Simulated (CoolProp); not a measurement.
Properties of octamethyltrisiloxane (MDM) along the isobar 1.65 MPa.

Computed with CoolProp (reference Helmholtz-energy equation of state, Thol 2017).

```tsv
T (K)	phase	density (kg/m³)	isothermal compressibility (1/MPa)
253.2	liquid	861.4	0.001206
276.1	liquid	839.2	0.001437
299	liquid	816.8	0.001727
321.9	liquid	794.0	0.002097
344.8	liquid	770.7	0.002575
367.7	liquid	746.8	0.003208
390.7	liquid	721.9	0.004072
413.6	liquid	696.1	0.005275
436.5	liquid	668.8	0.007026
459.4	liquid	639.6	0.009708
482.3	liquid	607.5	0.01412
```
